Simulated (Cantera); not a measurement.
A closed system holds: 1 mol Al(CH3)3, 19 mol N2O, 3.1 mol H2, held at 0.00200 bar.

Cantera equilibrium calculation (NASA polynomials, part measured and part estimated; ideal gas, pure solids and liquids). Candidate condensed phases: Al, AlN, Al2O3, C, C6H6, C7H8, C8H18, H2O; 148 gas species. The feed counts by its element totals alone. Rates play no part.

x: gas mole fraction; n: condensed amount in mol.

```csv
T (K),x N2,x H2O,x CO2,x O2,x CO,x OH,x H2,n Al2O3(s)
798,0.602,0.241,0.0951,0.0618,<1e-12,4.44e-9,1.02e-12,0.500
898,0.602,0.241,0.0951,0.0618,1.09e-11,6.76e-8,6.44e-11,0.500
998,0.602,0.241,0.0951,0.0618,4.86e-10,5.97e-7,1.78e-9,0.500
1098,0.602,0.241,0.0951,0.0618,1.08e-8,3.56e-6,2.72e-8,0.500
1198,0.602,0.241,0.0951,0.0618,(withheld),(withheld),(withheld),0.500
1298,0.602,0.241,0.0951,0.0617,1.26e-6,5.54e-5,1.82e-6,0.500
1398,0.602,0.241,0.0951,0.0616,8.12e-6,0.000163,9.50e-6,0.500
1498,0.602,0.241,0.0950,0.0614,(withheld),(withheld),(withheld),0.500
1598,0.602,0.240,0.0949,0.0612,0.000167,0.000938,0.000141,0.500
1698,0.601,0.239,0.0944,0.0610,0.000574,0.00193,0.000426,0.500
1798,0.600,0.237,0.0931,0.0609,0.00170,0.00364,0.00114,0.500
1898,0.597,0.233,0.0901,0.0614,0.00438,0.00642,0.00269,0.500
1998,0.592,0.225,0.0840,0.0630,0.00973,0.0106,0.00570,0.500
2098,0.583,0.211,0.0739,0.0660,0.0185,0.0166,0.0108,0.500
```

Question: Complete the blanks.

Answer: 
- 1198, x CO: 1.42e-7
- 1198, x OH: 1.57e-5
- 1198, x H2: 2.64e-7
- 1498, x CO: 4.07e-5
- 1498, x OH: 0.000415
- 1498, x H2: 4.00e-5
